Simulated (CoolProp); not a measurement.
p-xylene along the isotherm 457.9 K: Z from the reference equation and from simpler models built on Tc = 616.2 K, pc = 3532 kPa, ω = 0.324; each cubic takes its own stable root.

Values from CoolProp's reference Helmholtz-energy equation of state, Zhou 2012.

```tsv
p (kPa)	phase	reference	van der Waals	Redlich-Kwong	Soave-Redlich-Kwong	Peng-Robinson
5.58	gas	0.9984	0.9991	0.9988	0.9986	0.9985
11.5	gas	0.9966	0.9981	0.9975	0.9971	0.9970
23.5	gas	0.9930	0.9960	0.9948	0.9941	0.9938
48.4	gas	0.9855	0.9918	0.9892	0.9878	0.9872
99.3	gas	0.9698	0.9830	0.9776	[?]	0.9734
204	gas	0.9358	0.9644	[?]	0.9469	0.9441
419	liquid	0.01658	0.9240	[?]	0.01915	0.01690
860	liquid	0.03398	0.8272	0.04146	0.03921	0.03461
1770	liquid	0.06972	[?]	0.08463	0.08026	0.07089
```

Problem. Some entries are withheld; supply them.

Solution. 
- 99.3, Soave-Redlich-Kwong: 0.9748
- 204, Redlich-Kwong: 0.9531
- 419, Redlich-Kwong: 0.8989
- 1770, van der Waals: 0.1213

At some of these states van der Waals, Redlich-Kwong gives the other phase, because its saturation line lies elsewhere.
